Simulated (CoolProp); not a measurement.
Values from CoolProp's reference Helmholtz-energy equation of state, Lemmon 2016.

Task: For R365MFC, give the phase and the cp (kJ/(kg K)), expansivity (1/kK), fugacity coefficient at -17.35 °C and 3.53 MPa; -3.15 °C and 3.53 MPa; 29.75 °C and 3.53 MPa.

Result: 
- -17.35 °C and 3.53 MPa: liquid; cp 1.30, expansivity 1.43, fugacity coefficient 0.00244
- -3.15 °C and 3.53 MPa: liquid; cp 1.32, expansivity 1.49, fugacity coefficient 0.00525
- 29.75 °C and 3.53 MPa: liquid; cp 1.38, expansivity 1.65, fugacity coefficient 0.0221
